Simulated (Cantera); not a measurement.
Input: 1 mol FeS₂, 1.7 mol H₂S, 10 mol H₂O, held at 1850 K and 13300 Pa.

These are equilibrium values from Cantera (NASA tables, ideal gas, pure condensed phases), not measurements of a reactor. Candidate condensed phases: Fe, FeO, Fe(OH)₂, Fe(OH)₃, FeS, FeSO₄, FeS₂, Fe₂O₃, Fe₂(SO₄)₃, Fe₃O₄, H₂O, H₂SO₄, S; 22 gas species. The tables' stoichiometric FeO is somewhat more stable than real wüstite, so its field is too wide. FeO: taken at fixed stoichiometry. The numbers say what is thermodynamically allowed, not how fast it happens.

Base state: H₂O 0.536, H₂ 0.280, S₂ 0.0836, SO₂ 0.0520, H₂S 0.0272, SO 0.0110, SH 0.00763, S₂O 0.00101 (mole fractions); condensed: FeO(l).

Problem. What changes in the equilibrium state with this change: H₂O from 10 to 0.11 mol?

Solution. 
| species | before | after |
|---|---|---|
| H₂ | 0.280 | 0.458 |
| S₂ | 0.0836 | 0.387 |
| H₂S | 0.0272 | 0.0954 |
| H₂O | 0.536 | 0.0349 |
| SO₂ | 0.0520 | 0.000178 |
| SO | 0.0110 | 0.000941 |
| SH | 0.00763 | 0.0210 |
| Fe | 0.000105 | 5.17e-5 |
| Fe(OH)₂ | 0.000102 | 1.30e-7 |
| OH | 0.000110 | 5.63e-6 |
| S₂O | 0.00101 | 0.000186 |
| S | 0.000871 | 0.00187 |
| FeO(l), mol | 0.997 | 0 |
| FeS(l), mol | 0 | 1.000 |
FeS: taken at fixed stoichiometry.

Problem. What changes in the equilibrium state with this change: H₂O from 10 to 0.12 mol?

Solution. 
| species | before | after |
|---|---|---|
| H₂ | 0.280 | 0.456 |
| S₂ | 0.0836 | 0.386 |
| H₂S | 0.0272 | 0.0950 |
| H₂O | 0.536 | 0.0379 |
| SO₂ | 0.0520 | 0.000211 |
| SO | 0.0110 | 0.00102 |
| SH | 0.00763 | 0.0209 |
| Fe | 0.000105 | 5.18e-5 |
| Fe(OH)₂ | 0.000102 | 1.54e-7 |
| OH | 0.000110 | 6.12e-6 |
| S₂O | 0.00101 | 0.000202 |
| S | 0.000871 | 0.00187 |
| FeO(l), mol | 0.997 | 0 |
| FeS(l), mol | 0 | 1.000 |
FeS: taken at fixed stoichiometry.
